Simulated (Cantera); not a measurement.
Feed: 1 mol SiH4, 32 mol N2, at 0.105 Torr.

Method: chemical equilibrium by Gibbs-energy minimisation in Cantera with the NASA 1993 tables (ideal gas, pure condensed phases). Candidate condensed phases: Si, Si3N4; 18 gas species. The tables' values for SiN are old estimates; treat these amounts as uncertain. Equilibrium is a limit: real reactors are often held back by kinetics, nucleation or transport.

x: gas mole fraction; n: condensed amount in mol.

| T (°C) | x N2 | x H2 | x Si | x H | x Si2N | n Si3N4(s) | n Si(s) | n Si(l) |
|---|---|---|---|---|---|---|---|---|
| 1227 | 0.940 | 0.0598 | 3.81e-5 | 0.000364 | ? | 0.333 | 0 | 0 |
| 1277 | 0.939 | 0.0596 | 0.000227 | 0.000650 | ? | 0.331 | 0 | 0 |
| 1327 | 0.940 | 0.0582 | 0.000696 | 0.00111 | ? | 0 | 0.975 | 0 |
| 1377 | 0.938 | 0.0577 | 0.00191 | 0.00184 | ? | 0 | 0.931 | 0 |
| 1427 | 0.935 | 0.0569 | 0.00485 | 0.00297 | ? | 0 | 0 | 0.826 |
| 1477 | 0.929 | 0.0557 | 0.0107 | 0.00464 | ? | 0 | 0 | 0.614 |
| 1527 | 0.916 | 0.0537 | 0.0227 | 0.00701 | ? | 0 | 0 | 0.175 |
| 1577 | 0.910 | 0.0517 | 0.0277 | 0.0103 | ? | 0 | 0 | 0 |
| 1627 | 0.908 | 0.0493 | 0.0279 | 0.0149 | ? | 0 | 0 | 0 |

Some entries are withheld; supply them.


- 1227, x Si2N: 4.27e-7
- 1277, x Si2N: 4.13e-6
- 1327, x Si2N: 1.15e-5
- 1377, x Si2N: 2.78e-5
- 1427, x Si2N: 6.06e-5
- 1477, x Si2N: 0.000107
- 1527, x Si2N: 0.000183
- 1577, x Si2N: 0.000110
- 1627, x Si2N: 4.73e-5
